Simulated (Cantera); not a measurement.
A Cantera script and what it prints.

```python
import numpy as np
import cantera as ct

gas_names = """
    B BH BH2 BH3 BO BO2 B2 B2O B2O2 B2O3 B3O3H3 H HBO HBO2 HO2 H2 H2O H2O2 H3B3O6 O OH O2 O3
""".split()
cond_names = """
    B(b) B(L) B2O3(L) B3O3H3(cr) H2O(s) H2O(L)
""".split()


def load(file, names, dense=False):
    # The tables refer to 1 bar. Condensed volumes are neglected.
    table = {s.name: s for s in ct.Species.list_from_file(file)}
    out = []
    for n in names:
        d = dict(table[n].input_data)
        d["thermo"] = dict(d["thermo"], **{"reference-pressure": 1e5})
        if dense:
            d["equation-of-state"] = {"model": "constant-volume", "density": "1e6 g/cm^3"}
        out.append(ct.Species.from_dict(d))
    return out


gas = ct.Solution(thermo="ideal-gas", species=load("nasa_gas.yaml", gas_names))
cond = {s.name: ct.Solution(thermo="fixed-stoichiometry", species=[s], name=s.name)
        for s in load("nasa_condensed.yaml", cond_names, dense=True)}
atoms = {
    'B2O3': {'B': 2, 'O': 3},
    'O2': {'O': 2},
    'H2': {'H': 2},
}
top_T = {}  # K; cautious upper limits of use, not melting points


def equilibrate(T, P, feed):
    n = {}
    for name, mol in feed.items():
        for a, k in atoms[name].items():
            n[a] = n.get(a, 0.0) + k * mol
    gas.TPX = T, P, n
    mass = sum(n.values()) * gas.mean_molecular_weight
    gas.equilibrate("TP")
    valid = [c for c in cond.values() if c.min_temp <= T <= top_T.get(c.name, c.max_temp)]
    mix = ct.Mixture([(gas, mass / gas.mean_molecular_weight)] + [(c, 0.0) for c in valid])
    mix.T, mix.P = T, P
    mix.equilibrate("TP", solver="vcs", rtol=1e-11, max_steps=5000)
    return mix


results = []
T = 2200  # K
P = 13332.2  # Pa
for m in [0.22, 0.26, 0.31, 0.37, 0.43, 0.51, 0.61, 0.72, 0.85, 1]:
    feed = {'B2O3': 1, 'O2': 0.46, 'H2': m}  # mol
    mix = equilibrate(T, P, feed)
    results.append((T, P, feed, dict(zip(mix.species_names, mix.species_moles))))
    x = sorted(zip(gas.X, gas.species_names), reverse=True)
    print(f"T = {T:g} K  P = {P:g} Pa  n(H2) = {m:g} mol  gas = {mix.phase_moles(0):.4g} mol")
    print("   x: " + "  ".join(f"{s} {v:.3e}" for v, s in x if v > 1e-06))
    print("   condensed (mol): " + ("  ".join(f"{mix.phase(i).name} {mix.phase_moles(i):.4g}"
          for i in range(1, mix.n_phases) if mix.phase_moles(i) > 1e-12) or "none"))
```

Result:

```
T = 2200 K  P = 13332.2 Pa  n(H2) = 0.22 mol  gas = 1.598 mol
   x: B2O3 4.777e-01  HBO2 2.385e-01  O2 2.024e-01  BO2 5.756e-02  H2O 1.659e-02  O 3.332e-03  OH 3.327e-03  BO 3.018e-04  H 1.656e-04  H2 1.153e-04  HBO 1.729e-05  B2O2 5.383e-06  HO2 1.419e-06
   condensed (mol): none
T = 2200 K  P = 13332.2 Pa  n(H2) = 0.26 mol  gas = 1.617 mol
   x: B2O3 4.547e-01  HBO2 2.719e-01  O2 1.879e-01  BO2 5.513e-02  H2O 2.266e-02  OH 3.817e-03  O 3.211e-03  BO 2.999e-04  H 1.971e-04  H2 1.633e-04  HBO 2.045e-05  B2O2 5.317e-06  HO2 1.569e-06
   condensed (mol): none
T = 2200 K  P = 13332.2 Pa  n(H2) = 0.31 mol  gas = 1.642 mol
   x: B2O3 4.279e-01  HBO2 3.100e-01  O2 1.704e-01  BO2 5.219e-02  H2O 3.130e-02  OH 4.377e-03  O 3.057e-03  BO 2.982e-04  H 2.374e-04  H2 2.369e-04  HBO 2.449e-05  B2O2 5.255e-06  HO2 1.713e-06
   condensed (mol): none
T = 2200 K  P = 13332.2 Pa  n(H2) = 0.37 mol  gas = 1.671 mol
   x: B2O3 3.985e-01  HBO2 3.508e-01  O2 1.500e-01  BO2 4.879e-02  H2O 4.305e-02  OH 4.973e-03  O 2.869e-03  H2 3.472e-04  BO 2.971e-04  H 2.874e-04  HBO 2.953e-05  B2O2 5.215e-06  HO2 1.826e-06
   condensed (mol): none
T = 2200 K  P = 13332.2 Pa  n(H2) = 0.43 mol  gas = 1.7 mol
   x: HBO2 3.868e-01  B2O3 3.718e-01  O2 1.304e-01  H2O 5.609e-02  BO2 4.550e-02  OH 5.481e-03  O 2.675e-03  H2 4.853e-04  H 3.398e-04  BO 2.972e-04  HBO 3.493e-05  B2O2 5.219e-06  HO2 1.877e-06
   condensed (mol): none
T = 2200 K  P = 13332.2 Pa  n(H2) = 0.51 mol  gas = 1.739 mol
   x: HBO2 4.282e-01  B2O3 3.401e-01  O2 1.054e-01  H2O 7.517e-02  BO2 4.126e-02  OH 6.016e-03  O 2.405e-03  H2 7.233e-04  H 4.148e-04  BO 2.997e-04  HBO 4.301e-05  B2O2 5.309e-06  HO2 1.852e-06
   condensed (mol): none
T = 2200 K  P = 13332.2 Pa  n(H2) = 0.61 mol  gas = 1.788 mol
   x: HBO2 4.708e-01  B2O3 3.057e-01  H2O 1.011e-01  O2 7.587e-02  BO2 3.603e-02  OH 6.426e-03  O 2.040e-03  H2 1.147e-03  H 5.223e-04  BO 3.085e-04  HBO 5.575e-05  B2O2 5.625e-06  HO2 1.678e-06
   condensed (mol): none
T = 2200 K  P = 13332.2 Pa  n(H2) = 0.72 mol  gas = 1.841 mol
   x: HBO2 5.081e-01  B2O3 2.738e-01  H2O 1.314e-01  O2 4.565e-02  BO2 3.003e-02  OH 6.453e-03  H2 1.922e-03  O 1.582e-03  H 6.762e-04  BO 3.315e-04  HBO 7.755e-05  B2O2 6.496e-06  HO2 1.307e-06
   condensed (mol): none
T = 2200 K  P = 13332.2 Pa  n(H2) = 0.85 mol  gas = 1.905 mol
   x: HBO2 5.413e-01  B2O3 2.435e-01  H2O 1.678e-01  BO2 2.106e-02  O2 1.397e-02  OH 5.424e-03  H2 4.435e-03  H 1.027e-03  O 8.755e-04  BO 4.203e-04  HBO 1.494e-04  B2O2 1.044e-05  H3B3O6 1.136e-06
   condensed (mol): none
T = 2200 K  P = 13332.2 Pa  n(H2) = 1 mol  gas = 2.014 mol
   x: HBO2 5.394e-01  B2O3 2.221e-01  H2O 1.826e-01  H2 4.113e-02  BO2 6.892e-03  H 3.128e-03  OH 1.938e-03  HBO 1.268e-03  BO 1.172e-03  O2 1.924e-04  O 1.027e-04  B2O2 8.118e-05  H3B3O6 1.124e-06
   condensed (mol): none
```

Equilibrium computed with Cantera from the NASA thermochemical tables; the gas is ideal and each condensed phase is pure.
